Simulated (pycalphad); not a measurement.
Effect of Y content in Si-Y

Source of the numbers: pycalphad with the COST 507 light-alloy database (1999); pressure 1 atm. These are 1990s assessments: newer ones move some temperatures and phases. Phase fractions are per mole of atoms. Kinetics are ignored, which matters at the lower temperatures.

Task: One of these alloys has its liquidus at 1254 °C, its solidus at 1212 °C, and holds diamond (Si) 0.69, SI2Y_R 0.31 at 302 °C. Which?
A) Si-83.4Y (at.%)
B) Si-41.7Y (at.%)
C) Si-10.42Y (at.%)
D) Si-62.55Y (at.%)

Result: C, Si-10.42Y (at.%). The others: Si-41.7Y (at.%), liquidus 1794, solidus 1642; Si-62.55Y (at.%), liquidus 1858, solidus 1255; Si-83.4Y (at.%), liquidus 1573, solidus 1255

Database names, with the compositions (at.%) that they take in these runs: SI2Y_R: Si 67 Y 33.
